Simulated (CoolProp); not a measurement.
cis-2-butene along the isotherm 525 K: Z from the reference equation and from simpler models built on Tc = 435.8 K, pc = 4.236 MPa, ω = 0.202; each cubic takes its own stable root.

Computed with CoolProp (reference Helmholtz-energy equation of state, Lemmon 2005). It is a short technical equation, of lower accuracy than the large ones.

```
p (MPa)          phase  reference
-------  -------------  ---------
0.397              gas     0.9823
0.794              gas     0.9643
1.19               gas     0.9462
1.59               gas     0.9276
1.99               gas     0.9088
2.38               gas     0.8902
2.78               gas     0.8709
3.18               gas     0.8514
3.57               gas     0.8322
3.97               gas     0.8123
4.37     supercritical     0.7924
4.77     supercritical     0.7725
5.16     supercritical     0.7530
5.56     supercritical     0.7333
5.96     supercritical     0.7137
6.35     supercritical     0.6951
```

How far does each simpler model (Pitzer virial, van der Waals, Redlich-Kwong, Soave-Redlich-Kwong, Peng-Robinson) lie from the reference over these 16 states: mean and median of the absolute difference, and the worst?


- Pitzer virial: mean 2.0 %, median 1.7 %, worst +4.8 % at 525 K and 6.35 MPa
- van der Waals: mean 2.2 %, median 1.2 %, worst -7.9 % at 525 K and 6.35 MPa
- Redlich-Kwong: mean 1.1 %, median 0.9 %, worst -2.6 % at 525 K and 6.35 MPa
- Soave-Redlich-Kwong: mean 1.6 %, median 1.3 %, worst +4.0 % at 525 K and 6.35 MPa
- Peng-Robinson: mean 1.0 %, median 1.1 %, worst -1.4 % at 525 K and 4.37 MPa
